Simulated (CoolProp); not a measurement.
Vapour-liquid equilibrium of n-decane (1) + n-dodecane (2) at 0.000876 MPa; x and y are mole fractions of (1).

Computed with CoolProp (multi-fluid Helmholtz-energy mixture model, Lemmon 2006 and Lemmon 2004; pair parameters Bell 2016).

Q: Give the bubble temperature and the first vapour's composition at x = 0.125, 0.275, 0.95. Is there an azeotrope?

A: x = 0.125: 347.9 K, y = 0.453; x = 0.275: 340.5 K, y = 0.706; x = 0.95: 323.8 K, y = 0.993. No azeotrope shows between x = 0.05 and 0.95.

Pair parameters are fitted to limited data, so mixtures are less certain than the pure fluids.
